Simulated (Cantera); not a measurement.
An isothermal, constant-pressure homogeneous reactor starts with C2H6 : N2 = 1 : 190 (molar parts), at 1950 K and 0.00190 bar. Integrator tolerance rtol = 1e-08.

Computed with Cantera and GRI-Mech 3.0 (53 species, 325 reactions). GRI-Mech 3.0 stops at C3 and has no aromatics, soot or wall deposition, so with more carbon than oxygen in the feed, carbon stays in small species such as C2H2 where larger ones or solid carbon would form. Radical loss at walls, strong at low pressure, is not modelled.

Q: What does this change do: temperature 1950 to 1475 K?

A: 
| quantity | before | after |
|---|---|---|
| x(C2H6) at 4.00 s | <1e-12 (gas-phase equilibrium <1e-12) | 7.05e-8 (gas-phase equilibrium <1e-12) |
| x(CH3) at 4.00 s | 3.62e-7 (gas-phase equilibrium 2.80e-9) | 3.77e-5 (gas-phase equilibrium 2.64e-9) |
| x(C2H4) at 4.00 s | 1.41e-9 (gas-phase equilibrium 3.42e-11) | 9.80e-6 (gas-phase equilibrium 2.85e-9) |
| x(CH2) at 4.00 s | 2.10e-8 (gas-phase equilibrium 9.75e-10) | 1.19e-7 (gas-phase equilibrium 6.25e-12) |
| x(HCN) at 4.00 s | 0.000265 (gas-phase equilibrium 0.00986) | 1.27e-5 (gas-phase equilibrium 0.00956) |
